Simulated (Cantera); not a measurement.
Equilibrium for silicon carbide growth: CH3SiCl3 + C3H8 + H2

Charge: 1 mol CH3SiCl3, 0.12 mol C3H8, 4.4 mol H2, held at 20.3 Torr.

Method: chemical equilibrium by Gibbs-energy minimisation in Cantera with the NASA 1993 tables (ideal gas, pure condensed phases). Candidate condensed phases: C, C6H6, C7H8, C8H18, Si, SiC; 109 gas species. The feed counts by its element totals alone. The tables' values for SiCl, SiCl3 are old estimates; treat these amounts as uncertain. Gases not in the tables: Si2H6 and higher silanes. The numbers say what is thermodynamically allowed, not how fast it happens.

From 1852 °C to 2077 °C the condensed part is C(graphite) + SiC(s). The main Si-bearing gas is SiCl2 throughout. The share of Si in condensed phases is highest at 1852 °C (76.9 %) and lowest at 2077 °C (58.7 %).

```
T (°C)   x H2  x HCl     x H  x SiCl2     x Cl  n C(graphite)  n SiC(s)
------  -----  -----  ------  -------  -------  -------------  --------
1852    0.633  0.313  0.0176   0.0274  0.00639          0.573     0.769
1877    0.631  0.310  0.0204   0.0283  0.00732          0.581     0.758
1902    0.629  0.306  0.0236   0.0292  0.00835          0.590     0.746
1927    0.627  0.302  0.0271   0.0300  0.00950          0.599     0.732
1952    0.624  0.297  0.0311   0.0308   0.0108          0.609     0.717
1977    0.621  0.293  0.0356   0.0315   0.0121          0.620     0.700
2002    0.617  0.288  0.0406   0.0322   0.0137          0.632     0.679
2027    0.612  0.282  0.0461   0.0328   0.0153          0.647     0.654
2052    0.606  0.277  0.0521   0.0333   0.0171          0.665     0.624
2077    0.599  0.271  0.0588   0.0337   0.0190          0.687     0.587
```
x: gas mole fraction; n: condensed amount in mol.
